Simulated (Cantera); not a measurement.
Mixture: CO : H2 : O2 : N2 = 1 : 0.38 : 0.46 : 2.85 (molar parts), at 1.01 bar, adiabatic and at constant pressure. Ignition delay is the time to a rise of 400 K.

Computed with Cantera and GRI-Mech 3.0 (53 species, 325 reactions). Below about 950 K walls govern HO2 and H2O2 in real vessels. Where the delays flatten at high temperature, the 400 K rule measures the pace of heat release, not the induction time.

Q: What does this change do: N2 2.85 to 2.1 parts?

A: 
| quantity | before | after |
|---|---|---|
| delay at 925 K | 6.69 ms | 5.65 ms |
| delay at 1025 K | 0.345 ms | 0.286 ms |
| delay at 1125 K | 0.144 ms | 0.117 ms |
| delay at 1225 K | 89.4 µs | 70.7 µs |
| delay at 1325 K | 66.6 µs | 51.1 µs |
| delay at 1425 K | 56.6 µs | 41.9 µs |

Q: What does this change do: pressure from 1.01 bar to 38.0 bar?

A: 
| quantity | before | after |
|---|---|---|
| delay at 925 K | 6.69 ms | 15.3 ms |
| delay at 1025 K | 0.345 ms | 1.55 ms |
| delay at 1125 K | 0.144 ms | 0.229 ms |
| delay at 1225 K | 89.4 µs | 43.1 µs |
| delay at 1325 K | 66.6 µs | 9.39 µs |
| delay at 1425 K | 56.6 µs | 2.58 µs |
The hydrogen kinetics of GRI-Mech 3.0 are dated; newer H2 mechanisms differ, most at raised pressure. The pressure lies above the range GRI-Mech 3.0 was tuned for (to about 10 atm).
